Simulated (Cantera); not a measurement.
Feed: 1 mol B2H6, 11 mol N2, 16 mol H2, held at 1252 °C and 44.0 Pa.

Equilibrium computed with Cantera from the NASA thermochemical tables; the gas is ideal and each condensed phase is pure. Candidate condensed phases: B, BN; 15 gas species. The feed counts by its element totals alone. Rates play no part.

Base state: H2 0.654, N2 0.345, H 0.000912 (mole fractions); condensed: BN(s).

Problem. What changes in the equilibrium state with this change: temperature from 1252 °C to 1975 °C?

Solution. 
| species | before | after |
|---|---|---|
| H2 | 0.654 | 0.436 |
| N2 | 0.345 | 0.320 |
| H | 0.000912 | 0.231 |
| B | <1e-9 | 0.0118 |
| BH | <1e-9 | 0.000167 |
| BN | <1e-9 | 8.63e-5 |
| BH2 | 6.94e-8 | 0.000721 |
| BN(s), mol | 2.00 | 0 |
| B(s), mol | 0 | 1.56 |
The tables' values for BH2 are old estimates; treat these amounts as uncertain.

Problem. What changes in the equilibrium state with this change: temperature from 1252 °C to 1827 °C?

Solution. 
| species | before | after |
|---|---|---|
| H2 | 0.654 | 0.543 |
| N2 | 0.345 | 0.346 |
| H | 0.000912 | 0.109 |
| B | <1e-9 | 0.00148 |
| BH | <1e-9 | 3.68e-5 |
| BN | <1e-9 | 1.56e-5 |
| BH2 | 6.94e-8 | 0.000438 |
| BN(s), mol | 2.00 | 0 |
| B(s), mol | 0 | 1.94 |
The tables' values for BH2 are old estimates; treat these amounts as uncertain.
